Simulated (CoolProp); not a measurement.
Model: reference Helmholtz-energy equation of state, Schroeder 2014, in CoolProp.

Question: For ethanol, give the phase and the cv (kJ/(kg K)), viscosity (µPa s), conductivity (mW/(m K)) at 4.55 °C and 2.95 MPa; 124.15 °C and 8.94 MPa; 229.45 °C and 0.0326 MPa.

Answer: 
- 4.55 °C and 2.95 MPa: liquid; cv 1.91, viscosity 1670, conductivity 169
- 124.15 °C and 8.94 MPa: liquid; cv 2.72, viscosity 260, conductivity 152
- 229.45 °C and 0.0326 MPa: gas; cv 1.91, viscosity 14.8, conductivity 38.3

Viscosity comes from a separate model (Kiselev 2005). Thermal conductivity comes from a separate model (Assael 2013).
